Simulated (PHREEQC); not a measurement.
Solution (85 °C): 0.0019 mol/kgw CuSO4, 0.00014 mol/kgw HNO3 and 0.0014 mol/kgw CO2. Closed to the air; pH follows from the charge balance.

Model: ion-association model, wateq4f.dat, run in PHREEQC.

```
Quantity                   Result
----------------  ---------------
pH                           4.02
ionic strength    0.00633 mol/kgw
total alkalinity    -0.140 meq/kg
```

```csv
species,molality,activity,log γ
Cu+2,0.00157,0.00109,-0.158
SO4-2,0.00152,0.00105,-0.162
CO2,0.00139,0.00139,0.001
CuSO4,0.000328,0.000328,0.001
NO3-,0.000140,0.000127,-0.043
H+,0.000103,9.49e-5,-0.037
HSO4-,5.02e-5,4.57e-5,-0.041
HCO3-,7.07e-6,6.45e-6,-0.040
CuHCO3+,3.87e-6,3.51e-6,-0.042
Cu2(OH)2+2,1.20e-6,8.19e-7,-0.166
CuOH+,1.26e-7,1.15e-7,-0.042
CuCO3,2.94e-8,2.95e-8,0.001
```

No solid was allowed to form. Species that the database lacks are ignored. Away from 25 °C the constants follow the database's enthalpies or fits; those with neither stay at their 25 °C values.
